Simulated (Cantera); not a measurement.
## Equilibrium for silicon oxide and oxynitride deposition: HMDSO + N2O + H2 + O2

Charge: 1 mol HMDSO, 0.78 mol N2O, 9.6 mol H2, 12 mol O2, at 0.00890 bar.

Method: chemical equilibrium by Gibbs-energy minimisation in Cantera with the NASA 1993 tables (ideal gas, pure condensed phases). Candidate condensed phases: C, C6H6, C7H8, C8H18, H2O, Si, SiC, SiO2, Si2N2O, Si3N4; 151 gas species. The feed counts by its element totals alone. Rates play no part.

```json
[
 {"T (K)": "600", "log p H2O": "-2.39", "log p H2": "-2.64", "log p CO2": "-2.71", "log p CO": "-4.41", "log p N2": "-3.54", "log p CH4": "-3.65", "n SiO2(α-quartz)": "2.00", "n SiO2(β-quartz)": "0"},
 {"T (K)": "625", "log p H2O": "-2.42", "log p H2": "-2.58", "log p CO2": "-2.70", "log p CO": "-4.18", "log p N2": "-3.55", "log p CH4": "-3.96", "n SiO2(α-quartz)": "2.00", "n SiO2(β-quartz)": "0"},
 {"T (K)": "650", "log p H2O": "-2.44", "log p H2": "-2.54", "log p CO2": "-2.70", "log p CO": "-4.00", "log p N2": "-3.56", "log p CH4": "-4.38", "n SiO2(α-quartz)": "2.00", "n SiO2(β-quartz)": "0"},
 {"T (K)": "675", "log p H2O": "-2.44", "log p H2": "-2.54", "log p CO2": "-2.71", "log p CO": "-3.88", "log p N2": "-3.56", "log p CH4": "-4.87", "n SiO2(α-quartz)": "2.00", "n SiO2(β-quartz)": "0"},
 {"T (K)": "700", "log p H2O": "-2.44", "log p H2": "-2.54", "log p CO2": "-2.71", "log p CO": "-3.78", "log p N2": "-3.56", "log p CH4": "-5.38", "n SiO2(α-quartz)": "2.00", "n SiO2(β-quartz)": "0"},
 {"T (K)": "725", "log p H2O": "-2.44", "log p H2": "-2.54", "log p CO2": "-2.72", "log p CO": "-3.70", "log p N2": "-3.56", "log p CH4": "-5.88", "n SiO2(α-quartz)": "2.00", "n SiO2(β-quartz)": "0"},
 {"T (K)": "750", "log p H2O": "-2.44", "log p H2": "-2.54", "log p CO2": "-2.73", "log p CO": "-3.62", "log p N2": "-3.56", "log p CH4": "-6.36", "n SiO2(α-quartz)": "2.00", "n SiO2(β-quartz)": "0"},
 {"T (K)": "775", "log p H2O": "-2.43", "log p H2": "-2.55", "log p CO2": "-2.74", "log p CO": "-3.56", "log p N2": "-3.56", "log p CH4": "-6.81", "n SiO2(α-quartz)": "2.00", "n SiO2(β-quartz)": "0"},
 {"T (K)": "800", "log p H2O": "-2.43", "log p H2": "-2.56", "log p CO2": "-2.75", "log p CO": "-3.50", "log p N2": "-3.56", "log p CH4": "-7.25", "n SiO2(α-quartz)": "2.00", "n SiO2(β-quartz)": "0"},
 {"T (K)": "825", "log p H2O": "-2.42", "log p H2": "-2.56", "log p CO2": "-2.76", "log p CO": "-3.45", "log p N2": "-3.56", "log p CH4": "-7.66", "n SiO2(α-quartz)": "2.00", "n SiO2(β-quartz)": "0"},
 {"T (K)": "850", "log p H2O": "-2.42", "log p H2": "-2.57", "log p CO2": "-2.77", "log p CO": "-3.40", "log p N2": "-3.56", "log p CH4": "-8.05", "n SiO2(α-quartz)": "0", "n SiO2(β-quartz)": "2.00"},
 {"T (K)": "875", "log p H2O": "-2.41", "log p H2": "-2.58", "log p CO2": "-2.78", "log p CO": "-3.36", "log p N2": "-3.56", "log p CH4": "-8.42", "n SiO2(α-quartz)": "0", "n SiO2(β-quartz)": "2.00"}
]
```
log p: log10 of the partial pressure in bar; n: condensed amount in mol.

From 600 K to 825 K the condensed part is SiO2(α-quartz). From 850 K to 875 K the condensed part is SiO2(β-quartz).
